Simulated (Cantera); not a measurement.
A freely propagating, adiabatic, planar premixed flame of 12.8 % CH4, 18.3 % O2, 68.8 % N2, unburnt at 300 K and 1.48 atm; mixture-averaged transport, grid criteria slope 0.08 and curve 0.16, no radiation.

Computed with Cantera and GRI-Mech 3.0 (53 species, 325 reactions). Burning velocities carry a grid error of a few per cent, more on coarse grids.

Q: Predict: laminar burning velocity; thermal thickness; peak x(C2H4); peak x(H2); peak x(H).

A: 
```json
{
  "laminar_burning_velocity": "11.7 cm/s",
  "thermal_thickness": "0.809 mm",
  "peak x(C2H4)": "0.00194",
  "peak x(H2)": "0.0637",
  "peak x(H)": "0.00122"
}
```
